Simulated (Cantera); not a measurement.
A closed system holds: 1 mol Al, 6.1 mol NH3, 4.7 mol N2, at 0.220 bar.

Cantera equilibrium calculation (NASA polynomials, part measured and part estimated; ideal gas, pure solids and liquids). Candidate condensed phases: Al, AlN; 13 gas species. Rates play no part.

Over these rows the condensed part is AlN(s). Partial pressures as log10 of bar:

| T (K) | 1000/T (1/K) | log p Al | log p H2 | log p N2 |
|---|---|---|---|---|
| 1575 | 0.6349 | -8.65 | -0.91 | -1.01 |
| 1675 | 0.5970 | -7.39 | -0.91 | -1.01 |
| 1775 | 0.5634 | ? | -0.91 | -1.01 |
| 1875 | 0.5333 | -5.28 | -0.91 | -1.01 |
| 1975 | 0.5063 | -4.39 | -0.91 | -1.01 |
| 2075 | 0.4819 | -3.59 | -0.91 | -1.01 |

Problem. Fit log p(Al) = a + b·(1000/T) to the five rows, give the apparent enthalpy, and predict the row at 1775 K.

Solution. Means: 1000/T = 0.5507, log p = -5.860. Sxy = -0.537293, Sxx = 0.0162409, so b = -33.08 and a = -5.860 − (-33.08)×0.5507 = 12.36.
Apparent enthalpy: −19.145 × (-33.08) = 633 kJ/mol. With the condensed phases at unit activity, AlN(s) = Al(g) + 1/2 N2(g) links this pressure to the main gases: over the six rows their terms move log p by +0.00 in all, so the slope is close to that reaction's ΔH°. The five rows lie within 0.01 of the line.
Prediction at 1775 K: 12.36 + (-33.08)×0.5634 = -6.28. The computed value is -6.27, 0.01 from the line.
